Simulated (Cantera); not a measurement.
# Si + Cl2 + H2 (chlorosilane synthesis and conversion)

Charge: 1 mol Si, 0.54 mol Cl2, 1.5 mol H2, equilibrated at 1730 Torr.

Method: chemical equilibrium by Gibbs-energy minimisation in Cantera with the NASA 1993 tables (ideal gas, pure condensed phases). Candidate condensed phases: Si; 19 gas species. The tables' values for SiCl3 are old estimates; treat these amounts as uncertain. Equilibrium is a limit: real reactors are often held back by kinetics, nucleation or transport.

From 1025 K to 1300 K the condensed part is Si(s). The main Si-bearing gas is SiCl4 throughout.

| T (K) | x H2 | x SiCl4 | x SiHCl3 | x HCl | x SiCl3 | x SiCl2 | n Si(s) |
|---|---|---|---|---|---|---|---|
| 1025 | 0.818 | 0.100 | 0.0646 | 0.0109 | 0.00112 | 0.000261 | 0.702 |
| 1050 | 0.816 | 0.0999 | 0.0638 | 0.0133 | 0.00149 | 0.000404 | 0.703 |
| 1075 | 0.815 | 0.0993 | 0.0629 | 0.0160 | 0.00196 | 0.000612 | 0.704 |
| 1100 | 0.812 | 0.0984 | 0.0620 | 0.0190 | 0.00253 | 0.000908 | 0.705 |
| 1125 | 0.810 | 0.0974 | 0.0610 | 0.0225 | 0.00323 | 0.00132 | 0.706 |
| 1150 | 0.807 | 0.0961 | 0.0598 | 0.0263 | 0.00407 | 0.00189 | 0.708 |
| 1175 | 0.804 | 0.0945 | 0.0586 | 0.0306 | 0.00506 | 0.00265 | 0.709 |
| 1200 | 0.800 | 0.0926 | 0.0573 | 0.0352 | 0.00622 | 0.00366 | 0.710 |
| 1225 | 0.796 | 0.0905 | 0.0558 | 0.0403 | 0.00754 | 0.00497 | 0.711 |
| 1250 | 0.792 | 0.0879 | 0.0541 | 0.0458 | 0.00904 | 0.00665 | 0.712 |
| 1275 | 0.787 | 0.0850 | 0.0523 | 0.0516 | 0.0107 | 0.00877 | 0.713 |
| 1300 | 0.782 | 0.0817 | 0.0504 | 0.0578 | 0.0125 | 0.0114 | 0.713 |
x: gas mole fraction; n: condensed amount in mol.
